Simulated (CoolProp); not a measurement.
Vapour-liquid equilibrium of propylene (1) + isobutane (2) at 1.55 MPa; x and y are mole fractions of (1).

Values from CoolProp's multi-fluid Helmholtz-energy mixture model, Lemmon 2013 and Bücker 2006; pair parameters Bell 2016.

```json
[
 {"x": "0.05", "bubble temperature (K)": "356.0", "y at the bubble point": "0.101", "dew temperature at overall composition x (K)": "358.1", "liquid density (mol/L)": "8.041"},
 {"x": "0.2", "bubble temperature (K)": "346.8", "y at the bubble point": "0.326", "dew temperature at overall composition x (K)": "351.9", "liquid density (mol/L)": "8.532"},
 {"x": "0.35", "bubble temperature (K)": "340.1", "y at the bubble point": "0.495", "dew temperature at overall composition x (K)": "345.9", "liquid density (mol/L)": "9.018"},
 {"x": "0.5", "bubble temperature (K)": "333.8", "y at the bubble point": "0.646", "dew temperature at overall composition x (K)": "339.9", "liquid density (mol/L)": "9.546"},
 {"x": "0.65", "bubble temperature (K)": "327.2", "y at the bubble point": "0.786", "dew temperature at overall composition x (K)": "333.7", "liquid density (mol/L)": "10.12"},
 {"x": "0.8", "bubble temperature (K)": "320.0", "y at the bubble point": "0.903", "dew temperature at overall composition x (K)": "326.5", "liquid density (mol/L)": "10.74"},
 {"x": "0.95", "bubble temperature (K)": "312.7", "y at the bubble point": "0.983", "dew temperature at overall composition x (K)": "316.1", "liquid density (mol/L)": "11.33"}
]
```

No azeotrope shows between x = 0.05 and 0.95.

The pair parameters rest on a limited set of measurements; away from them the model extrapolates.
